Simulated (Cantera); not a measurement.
Feed: 1 mol SiC, 0.077 mol CO2, 88 mol N2, 0.87 mol O2, equilibrated at 2248 K and 1800 Torr.

Cantera equilibrium calculation (NASA polynomials, part measured and part estimated; ideal gas, pure solids and liquids). Candidate condensed phases: C, Si, SiC, SiO2, Si2N2O, Si3N4; 34 gas species. The tables' values for SiN are old estimates; treat these amounts as uncertain. The numbers say what is thermodynamically allowed, not how fast it happens.

Base state: N2 0.979, CO 0.0112, SiO 0.00990, Si 0.000227, SiN 5.35e-5, Si2N 5.33e-5, Si2C 1.56e-5 (mole fractions); condensed: SiC(s).

Question: What changes in the equilibrium state with this change: temperature from 2248 K to 998 K?

Answer: 
| species | before | after |
|---|---|---|
| N2 | 0.979 | 1.000 |
| CO | 0.0112 | 0.000202 |
| SiO | 0.00990 | <1e-9 |
| Si | 0.000227 | <1e-9 |
| SiN | 5.35e-5 | <1e-9 |
| Si2N | 5.33e-5 | <1e-9 |
| SiC(s), mol | 0.0714 | 0 |
| C(graphite), mol | 0 | 1.06 |
| SiO2(β-quartz), mol | 0 | 0.917 |
| Si2N2O(s), mol | 0 | 0.0413 |
N2 is the only nitrogen source here; it is nearly inert below about 1500 K, so the nitride shown seldom forms there in practice.

Question: What changes in the equilibrium state with this change: temperature from 2248 K to 1373.15 K?

Answer: 
```
species                before    after
-------------------  --------  -------
N2                      0.979    0.988
CO                     0.0112   0.0121
SiO                   0.00990  1.68e-8
Si                   0.000227    <1e-9
SiN                   5.35e-5    <1e-9
Si2N                  5.33e-5    <1e-9
SiC(s), mol            0.0714        0
SiO2(β-quartz), mol         0    0.211
Si2N2O(s), mol              0    0.394
```
N2 is the only nitrogen source here; it is nearly inert below about 1500 K, so the nitride shown seldom forms there in practice. Mutual solubility and eutectic melting of coexisting phases are not modelled. The tables hold silica as quartz up to 1696 K and as liquid above; real silica turns to tridymite and cristobalite and melts near 1996 K.
